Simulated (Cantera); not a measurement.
An isothermal, constant-pressure homogeneous reactor starts with 25.0 % NO, 75.0 % N₂, at 2050 K and 1.01 bar.

Model: GRI-Mech 3.0 (53 species, 325 reactions), integrated in Cantera.

x: mole fraction; the columns are a selection and need not sum to one.

```tsv
t (s)	x NO	x N₂O	x N₂	x O₂	x O
4.00e-6	0.250	4.17e-7	0.750	3.99e-10	4.06e-7
1.20e-5	0.250	1.24e-6	0.750	3.48e-9	1.16e-6
3.62e-5	0.250	3.58e-6	0.750	2.95e-8	3.10e-6
0.000109	0.250	9.58e-6	0.750	2.66e-7	8.41e-6
0.000328	0.250	2.09e-5	0.750	3.32e-6	2.58e-5
0.000988	0.250	2.98e-5	0.750	4.88e-5	6.16e-5
0.00297	0.249	3.06e-5	0.750	0.000310	7.24e-5
0.00894	0.248	3.01e-5	0.751	(withheld)	7.75e-5
0.0269	0.242	2.88e-5	0.754	0.00362	9.12e-5
0.0810	0.227	(withheld)	0.761	(withheld)	(withheld)
0.244	0.185	1.63e-5	0.783	0.0324	0.000186
0.734	0.0979	4.71e-6	0.826	0.0758	0.000272
2.21	0.0225	6.08e-7	0.864	0.114	0.000328
6.65	0.00736	4.19e-7	0.871	0.121	0.000338
20.0	0.00703	4.17e-7	0.871	0.121	0.000339
```

Some entries are withheld; supply them.


- 0.00894, x O₂: 0.00113
- 0.0810, x N₂O: 2.51e-5
- 0.0810, x O₂: 0.0112
- 0.0810, x O: 0.000123
